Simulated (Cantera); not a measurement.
An adiabatic, constant-pressure homogeneous reactor starts with 15.0 % H₂, 14.4 % O₂, 54.2 % N₂, 16.5 % H₂O, equivalence ratio 0.52, at 1348 K and 285 Torr.

Detailed kinetics in Cantera: GRI-Mech 3.0 (53 species, 325 reactions).

### Question
Predict: time of steepest temperature rise; temperature at 6.00 s; equilibrium temperature; x(H₂) at 6.00 s; x(O₂) at 6.00 s; x(H₂O) at 6.00 s; x(NO₂) at 6.00 s; x(N₂O) at 6.00 s; x(O) at 6.00 s; x(H) at 6.00 s.

### Answer
| Property | Value |
|---|---|
| time of steepest temperature rise | 76.3 µs |
| temperature at 6.00 s | 2250 K |
| equilibrium temperature | 2250 K |
| x(H₂) at 6.00 s | 0.00316 (gas-phase equilibrium 0.00316) |
| x(O₂) at 6.00 s | 0.0691 (gas-phase equilibrium 0.0691) |
| x(H₂O) at 6.00 s | 0.329 (gas-phase equilibrium 0.329) |
| x(NO₂) at 6.00 s | 2.93e-6 (gas-phase equilibrium 2.93e-6) |
| x(N₂O) at 6.00 s | 2.04e-7 (gas-phase equilibrium 2.04e-7) |
| x(O) at 6.00 s | 0.00158 (gas-phase equilibrium 0.00158) |
| x(H) at 6.00 s | 0.000681 (gas-phase equilibrium 0.000681) |
